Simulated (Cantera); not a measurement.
A closed system holds: 1 mol FeS, 0.22 mol SO₂, 0.94 mol CO₂, held at 773.15 K and 1100 Pa.

Method: chemical equilibrium by Gibbs-energy minimisation in Cantera with the NASA 1993 tables (ideal gas, pure condensed phases). Candidate condensed phases: C, Fe, Fe(CO)₅, FeO, FeS, FeSO₄, FeS₂, Fe₂O₃, Fe₂(SO₄)₃, Fe₃O₄, S; 25 gas species. FeS: taken at fixed stoichiometry. Gases not in the tables: S₃ to S₇. Rates play no part.

Base state: CO₂ 0.920, SO₂ 0.0781, S₂ 0.00204, CO 0.000123, COS 6.18e-5, S₂O 5.82e-5 (mole fractions); condensed: FeS(s) + FeS₂(s) + Fe₃O₄(s).

What changes in the equilibrium state with this change: temperature from 773.15 K to 1300 K?


```tsv
species	before	after
CO₂	0.920	0.679
SO₂	0.0781	0.167
CO	0.000123	0.0892
S₂	0.00204	0.0623
SO	1.65e-7	0.00121
S₂O	5.82e-5	0.000863
COS	6.18e-5	0.000836
FeS(s), mol	0.443	0.860
FeS₂(s), mol	0.346	0
Fe₃O₄(s), mol	0.0701	0
FeO(s), mol	0	0.140
```
Metal and sulfide melt together well below either melting point, which pure phases cannot show. Mutual solubility and eutectic melting of coexisting phases are not modelled. The tables' stoichiometric FeO is somewhat more stable than real wüstite, so its field is too wide. FeO, FeS: taken at fixed stoichiometry.
